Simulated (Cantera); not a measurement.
**Gas-phase reforming**

A perfectly stirred reactor is fed with CH₄ : CO₂ = 1 : 3.2 (molar parts), at 7500 Torr; it is held at 1923 K, and followed from long to short residence time.

Model: GRI-Mech 3.0 (53 species, 325 reactions), integrated in Cantera.

```
τ (s)       x CH₄  x CO₂     x CH₃     x C₂H   x CH₂O
-------  --------  -----  --------  --------  -------
15        5.51e-5  0.167   8.85e-7  4.21e-12  3.10e-7
2.8      0.000290  0.167   4.62e-6  1.10e-10  4.33e-7
0.51      0.00137  0.169   2.18e-5   2.41e-9  1.02e-6
0.093     0.00480  0.180   7.85e-5   3.02e-8  3.27e-6
0.017      0.0121  0.220  0.000215   1.91e-7  1.14e-5
0.0031     0.0258  0.316  0.000504   6.06e-7  3.87e-5
0.00057    0.0629  0.479   0.00110   8.27e-7  7.68e-5
```
x: mole fraction; the columns are a selection and need not sum to one.
